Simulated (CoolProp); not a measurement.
A single-stage vapour-compression cycle with propylene: evaporating at 308.15 K (dew point), condensing at 344.15 K (bubble point), superheat 0 K, subcooling 0 K, compressor efficiency 0.75, no pressure losses. Each further row changes one setting.

Values from CoolProp's reference Helmholtz-energy equation of state, Lemmon 2013.

```
case                              cooling COP  pressure ratio  discharge temperature (K)  refrigerating effect (kJ/kg)  volumetric capacity (kJ/m³)
--------------------------------  -----------  --------------  -------------------------  ----------------------------  ---------------------------
as stated                                4.34            2.14                      356.2                           202                         6360
evaporating temperature 313.15 K            ?            1.90                          ?                           205                            ?
condensing temperature 339.15 K          5.39            1.94                      349.7                           220                         6920
subcooling 5 K                           4.75            2.14                      356.2                           221                         6960
superheat 10 K                              ?            2.14                          ?                           223                         6540
compressor efficiency 0.65               3.76            2.14                      358.8                           202                         6360
```

Complete the blanks.


- evaporating temperature 313.15 K, cooling COP: 5.25
- evaporating temperature 313.15 K, discharge temperature (K): 354.6
- evaporating temperature 313.15 K, volumetric capacity (kJ/m³): 7320
- superheat 10 K, cooling COP: 4.42
- superheat 10 K, discharge temperature (K): 365.5
